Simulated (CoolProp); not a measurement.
Vapour-liquid equilibrium of R227EA (1) + isobutane (2) at 0.0936 MPa; x and y are mole fractions of (1).

Model: multi-fluid Helmholtz-energy mixture model, Lemmon 2016 and Bücker 2006; pair parameters Bell 2016, in CoolProp.

| x | bubble temperature, mixture model (K) | bubble temperature, Raoult's law (K) | y, mixture model | y, Raoult's law |
|---|---|---|---|---|
| 0.05 | 254.2 | 259.1 | 0.221 | 0.060 |
| 0.2 | 248.5 | 258.4 | 0.444 | 0.232 |
| 0.35 | 247.4 | 257.7 | 0.500 | 0.393 |
| 0.5 | 247.1 | 257.0 | 0.526 | 0.546 |
| 0.65 | 247.3 | 256.4 | 0.558 | 0.690 |
| 0.8 | 248.3 | 255.8 | 0.634 | 0.827 |
| 0.95 | 252.3 | 255.2 | 0.849 | 0.958 |

The largest gap from Raoult's law is -10.3 K in bubble temperature, at x = 0.35. y crosses x between x = 0.5 and 0.65: the model has an azeotrope there.

Pair parameters are fitted to limited data, so mixtures are less certain than the pure fluids.
